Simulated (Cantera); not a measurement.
A closed system holds: 1 mol SiCl₄, 0.14 mol NO, 35 mol H₂, held at 1725 K and 2.80 mbar.

Cantera equilibrium calculation (NASA polynomials, part measured and part estimated; ideal gas, pure solids and liquids). Candidate condensed phases: H₂O, NH₄Cl, Si, SiO₂, Si₂N₂O, Si₃N₄; 47 gas species. The tables' values for SiCl, SiCl₃ are old estimates; treat these amounts as uncertain. Gases not in the tables: Si₂H₆ and higher silanes. Kinetics and transport are ignored.

Question: What is the equilibrium state?

Answer: 
```
Property        Value
----------  ---------
x(H₂)           0.902
x(HCl)         0.0696
x(SiCl₂)       0.0185
x(SiO)        0.00375
x(H)          0.00333
x(N₂)         0.00188
x(Si)        0.000363
x(Cl)        0.000199
x(SiCl)      0.000194
n(Si(l))    0.144 mol
gas amount  37.29 mol
```
